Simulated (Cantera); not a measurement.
Equilibrium for carbothermic reduction: Fe3O4 + CO + N2

Input: 1 mol Fe3O4, 15 mol CO, 0.17 mol N2, at 0.133 bar.

These are equilibrium values from Cantera (NASA tables, ideal gas, pure condensed phases), not measurements of a reactor. Candidate condensed phases: C, Fe, Fe(CO)5, FeO, Fe2O3, Fe3O4; 27 gas species. Each liquid is taken as pure. Mutual solubility and eutectic melting of coexisting phases are not modelled. The tables' stoichiometric FeO is somewhat more stable than real wüstite, so its field is too wide. FeO: taken at fixed stoichiometry. Rates play no part.

From 1075 °C to 1375 °C the condensed part is Fe(γ) + FeO(s). At 1475 °C the condensed part is Fe(δ) + FeO(l). From 1575 °C to 1875 °C the condensed part is Fe(l) + FeO(l). From 1975 °C to 2275 °C the condensed part is FeO(l). The main Fe-bearing gas is Fe throughout.

| T (°C) | x CO | x CO2 | x Fe | x N2 | x FeO | x O | x O2 | n Fe(γ) | n FeO(s) | n Fe(δ) | n FeO(l) | n Fe(l) |
|---|---|---|---|---|---|---|---|---|---|---|---|---|
| 1075 | 0.838 | 0.150 | 3.06e-8 | 0.0112 | 2.07e-11 | <1e-12 | <1e-12 | 1.28 | 1.72 | 0 | 0 | 0 |
| 1175 | 0.847 | 0.142 | 3.58e-7 | 0.0112 | 4.48e-10 | 5.34e-12 | <1e-12 | 1.15 | 1.85 | 0 | 0 | 0 |
| 1275 | 0.855 | 0.134 | 3.02e-6 | 0.0112 | 6.44e-9 | 8.83e-11 | 1.79e-11 | 1.04 | 1.96 | 0 | 0 | 0 |
| 1375 | 0.861 | 0.128 | 1.96e-5 | 0.0112 | 6.62e-8 | 1.04e-9 | 2.23e-10 | 0.938 | 2.06 | 0 | 0 | 0 |
| 1475 | 0.876 | 0.112 | 0.000101 | 0.0112 | 4.67e-7 | 8.32e-9 | 1.72e-9 | 0 | 0 | 0.701 | 2.30 | 0 |
| 1575 | 0.887 | 0.101 | 0.000428 | 0.0112 | 2.63e-6 | 5.41e-8 | 1.09e-8 | 0 | 0 | 0 | 2.46 | 0.531 |
| 1675 | 0.893 | 0.0947 | 0.00150 | 0.0112 | 1.23e-5 | 2.99e-7 | 6.05e-8 | 0 | 0 | 0 | 2.56 | 0.416 |
| 1775 | 0.895 | 0.0889 | 0.00463 | 0.0112 | 4.88e-5 | 1.40e-6 | 2.83e-7 | 0 | 0 | 0 | 2.64 | 0.285 |
| 1875 | 0.892 | 0.0835 | 0.0128 | 0.0111 | 0.000169 | 5.65e-6 | 1.15e-6 | 0 | 0 | 0 | 2.71 | 0.0880 |
| 1975 | 0.870 | 0.0912 | 0.0271 | 0.0109 | 0.000522 | 2.38e-5 | 5.70e-6 | 0 | 0 | 0 | 2.57 | 0 |
| 2075 | 0.831 | 0.110 | 0.0472 | 0.0106 | 0.00145 | 0.000101 | 3.19e-5 | 0 | 0 | 0 | 2.22 | 0 |
| 2175 | 0.777 | 0.134 | 0.0742 | 0.0103 | 0.00370 | 0.000402 | 0.000173 | 0 | 0 | 0 | 1.72 | 0 |
| 2275 | 0.709 | 0.163 | 0.108 | 0.00978 | 0.00869 | 0.00149 | 0.000883 | 0 | 0 | 0 | 0.992 | 0 |
x: gas mole fraction; n: condensed amount in mol.
